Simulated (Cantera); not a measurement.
Cantera with NASA thermochemical tables; ideal gases at 1 bar, condensed phases pure. Values are per mole of reaction as written; species without (g) are pure solids or liquids, kept so even where they would boil at 1 bar.

2 Ti + 3 O(g) ⇌ Ti2O3, with ΔH° = -2268.4 kJ and ΔS° = -467.2 J/K at 300 K.

Question: How far is the shortcut ΔG° ≈ ΔH°(300 K) − T·ΔS°(300 K) from the full temperature-dependent value at 400, 450, 500, 550, 600, 650, 700, 750, 800, 850, 900 K?

Answer: 
```
T (K)  shortcut (kJ)  full (kJ)  difference (kJ)  difference in log10 K
-----  -------------  ---------  ---------------  ---------------------
400          -2081.5    -2081.3             -0.2                   0.03
450          -2058.1    -2057.8             -0.4                   0.04
500          -2034.8    -2034.4             -0.4                   0.04
550          -2011.4    -2011.2             -0.3                   0.03
600          -1988.1    -1988.0             -0.1                   0.01
650          -1964.7    -1964.8              0.1                  -0.01
700          -1941.3    -1941.8              0.4                  -0.03
750          -1918.0    -1918.8              0.8                  -0.06
800          -1894.6    -1895.9              1.2                  -0.08
850          -1871.3    -1873.0              1.7                  -0.11
900          -1847.9    -1850.2              2.3                  -0.13
```
The shortcut ignores the heat-capacity change of the reaction.
